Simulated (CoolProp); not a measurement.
Fluorine along the isobar 7.66 MPa: fugacity coefficient from the reference equation and from simpler models built on Tc = 144.4 K, pc = 5.240 MPa, ω = 0.045; each cubic takes its own stable root.

The numbers come from the reference Helmholtz-energy equation of state, de Reuck 1990 in CoolProp.

```json
[
 {"T (K)": "58.5", "phase": "liquid", "reference": "0.0001891", "van der Waals": "0.006519", "Soave-Redlich-Kwong": "0.0001910", "Peng-Robinson": "0.0002167"},
 {"T (K)": "70.8", "phase": "liquid", "reference": "0.002424", "van der Waals": "0.02488", "Soave-Redlich-Kwong": "0.002451", "Peng-Robinson": "0.002572"},
 {"T (K)": "83.1", "phase": "liquid", "reference": "0.01345", "van der Waals": "0.06316", "Soave-Redlich-Kwong": "0.01365", "Peng-Robinson": "0.01371"},
 {"T (K)": "95.5", "phase": "liquid", "reference": "0.04543", "van der Waals": "0.1253", "Soave-Redlich-Kwong": "0.04631", "Peng-Robinson": "0.04536"},
 {"T (K)": "107.8", "phase": "liquid", "reference": "0.1096", "van der Waals": "0.2094", "Soave-Redlich-Kwong": "0.1121", "Peng-Robinson": "0.1083"},
 {"T (K)": "120.1", "phase": "liquid", "reference": "0.2115", "van der Waals": "0.3111", "Soave-Redlich-Kwong": "0.2163", "Peng-Robinson": "0.2075"},
 {"T (K)": "132.4", "phase": "liquid", "reference": "0.3472", "van der Waals": "0.4237", "Soave-Redlich-Kwong": "0.3537", "Peng-Robinson": "0.3385"},
 {"T (K)": "144.7", "phase": "supercritical", "reference": "0.5024", "van der Waals": "0.5383", "Soave-Redlich-Kwong": "0.5070", "Peng-Robinson": "0.4848"},
 {"T (K)": "157", "phase": "supercritical", "reference": "0.6408", "van der Waals": "0.6416", "Soave-Redlich-Kwong": "0.6386", "Peng-Robinson": "0.6109"},
 {"T (K)": "169.4", "phase": "supercritical", "reference": "0.7244", "van der Waals": "0.7149", "Soave-Redlich-Kwong": "0.7216", "Peng-Robinson": "0.6919"}
]
```
